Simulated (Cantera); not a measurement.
Predominance diagram of Zr at 1602 °C against the partial pressures of O2 and N2 (log10, bar). Standard-state values (1 bar) from the NASA 1993 polynomials, evaluated with Cantera. Candidates: Zr(β), ZrN(s), ZrO2(tetragonal). Only these pure phases compete in this equilibrium. ZrN: taken at fixed stoichiometry.

```
log p(N2) \ log p(O2)
        columns: -21, -19.7, -18.4, -17.1, -15.8, -14.4, -13.1, -11.8, -10.5, -9.2, -7.9, -6.6, -5.2, -3.9, -2.6, -1.3, 0
      0  A A A A A B B B B B B B B B B B B
   -0.9  A A A A B B B B B B B B B B B B B
   -1.8  A A A A B B B B B B B B B B B B B
   -2.6  A A A A B B B B B B B B B B B B B
   -3.5  A A A B B B B B B B B B B B B B B
   -4.4  A A A B B B B B B B B B B B B B B
   -5.2  A A A B B B B B B B B B B B B B B
   -6.1  A A B B B B B B B B B B B B B B B
     -7  A A B B B B B B B B B B B B B B B
```

A: ZrN(s); B: ZrO2(tetragonal).
